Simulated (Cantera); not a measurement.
Feed: 1 mol Ta2O5, a varied amount of H2, at 1573.15 K and 0.00280 bar.

Method: chemical equilibrium by Gibbs-energy minimisation in Cantera with the NASA 1993 tables (ideal gas, pure condensed phases). Candidate condensed phases: H2O, Ta, Ta2O5; 12 gas species. Mutual solubility and eutectic melting of coexisting phases are not modelled. Condensed phases not in the tables: N, O or C dissolved in the metal. Equilibrium is a limit: real reactors are often held back by kinetics, nucleation or transport.

log p: log10 of the partial pressure in bar; n: condensed amount in mol.

| n(H2) (mol) | log p H2 | log p H | log p H2O | log p TaO2 | log p TaO | log p OH | n Ta2O5(s) | n Ta(s) |
|---|---|---|---|---|---|---|---|---|
| 0.56 | -2.55 | -5.67 | -6.34 | -10.12 | -10.80 | -10.89 | 1.000 | 0 |
| 0.94 | -2.55 | -5.67 | -6.34 | -10.12 | -10.80 | -10.89 | 1.000 | 0 |
| 1.6 | -2.55 | -5.67 | -6.34 | -10.12 | -10.80 | -10.89 | 1.000 | 0 |
| 2.6 | -2.55 | -5.67 | -6.34 | -10.12 | -10.80 | -10.89 | 1.000 | 0 |
| 4.4 | -2.55 | -5.67 | -6.34 | -10.12 | -10.80 | -10.89 | 1.000 | [?] |
| 7.3 | -2.55 | -5.67 | -6.34 | -10.12 | -10.80 | -10.89 | 1.000 | [?] |
| 12 | -2.55 | -5.67 | -6.34 | -10.12 | -10.80 | -10.89 | 1.000 | [?] |
| 20 | -2.55 | -5.67 | -6.34 | -10.12 | -10.80 | -10.89 | 0.999 | [?] |
| 34 | -2.55 | -5.67 | -6.34 | -10.12 | -10.80 | -10.89 | 0.999 | [?] |
| 57 | -2.55 | -5.67 | -6.34 | -10.12 | -10.80 | -10.89 | 0.998 | [?] |
| 95 | -2.55 | -5.67 | -6.34 | -10.12 | -10.80 | -10.89 | 0.997 | [?] |

Q: Some entries are withheld; supply them.

A: 
- 4.4, n Ta(s): 0.000289
- 7.3, n Ta(s): 0.000480
- 12, n Ta(s): 0.000789
- 20, n Ta(s): 0.00132
- 34, n Ta(s): 0.00224
- 57, n Ta(s): 0.00375
- 95, n Ta(s): 0.00625
